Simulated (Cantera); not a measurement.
# Ignition delay

Mixture: H2 : O2 : N2 : H2O = 1 : 1.06 : 4 : 0.31 (molar parts), at 5.00 bar, adiabatic and at constant pressure. Ignition delay is the time to a rise of 400 K.

Model: the H2/O2 subset of GRI-Mech 3.0, which has no nitrogen chemistry, integrated in Cantera. The hydrogen kinetics of GRI-Mech 3.0 are dated; newer H2 mechanisms differ, most at raised pressure. Where the delays flatten at high temperature, the 400 K rule measures the pace of heat release, not the induction time.

| T0 (K) | delay (ms) |
|---|---|
| 1223 | 0.0234 |
| 1273 | 0.0120 |
| 1323 | 0.00804 |
| 1373 | 0.00600 |
| 1423 | 0.00477 |
| 1473 | 0.00397 |
| 1523 | 0.00341 |
| 1573 | 0.00301 |
